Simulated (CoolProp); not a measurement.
Properties of toluene at several states.

Computed with CoolProp (reference Helmholtz-energy equation of state, Lemmon 2006). It is a short technical equation, of lower accuracy than the large ones.

| T (°C) | p (MPa) | phase | cp (kJ/(kg K)) | expansivity (1/kK) | viscosity (µPa s) |
|---|---|---|---|---|---|
| 157.55 | 0.686 | liquid | (withheld) | 1.580 | (withheld) |
| 233.85 | 0.181 | gas | 1.894 | 2.163 | (withheld) |
| 4.55 | 3.66 | liquid | (withheld) | (withheld) | 743 |

Some entries are withheld; supply them.


- 157.55, cp (kJ/(kg K)): 2.187
- 157.55, viscosity (µPa s): 181
- 233.85, viscosity (µPa s): 11.6
- 4.55, cp (kJ/(kg K)): 1.636
- 4.55, expansivity (1/kK): 1.031

Viscosity comes from a separate model (Avgeri 2015).
